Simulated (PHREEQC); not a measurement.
Model water analysis in mg/L, 25 °C, pH 6.89, pe 12.5: Na 8.34; K 11; Ca 3.36; Mg 0.416; Cl 11.5; S(6) as SO4 5.15; Alkalinity as HCO3 25.5; O(0) (dissolved oxygen) 0.0113; Si as SiO2 0.0309.

Valence states are taken as typed.

All values are PHREEQC results (ion-association model, phreeqc.dat), not measurements.

No solid was allowed to form.

Question: What charge-balance error does the model give?

Answer: charge-balance error -0.2 %.

Question: In which forms is C present?

Answer: HCO3- 78 %, CO2 22 % of the C.

Species that the database lacks are ignored.
